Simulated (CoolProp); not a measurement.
Model: reference Helmholtz-energy equation of state, Gao 2022, in CoolProp.

Q: For n-perfluorohexane, give the phase and the density (kg/m³), Joule-Thomson coefficient (K/MPa), isothermal compressibility (1/MPa) at 300.1 K and 0.0974 MPa; 300.1 K and 0.504 MPa.

A: 
- 300.1 K and 0.0974 MPa: liquid; density 1670, Joule-Thomson coefficient -0.271, isothermal compressibility 0.00282
- 300.1 K and 0.504 MPa: liquid; density 1670, Joule-Thomson coefficient -0.273, isothermal compressibility 0.00279
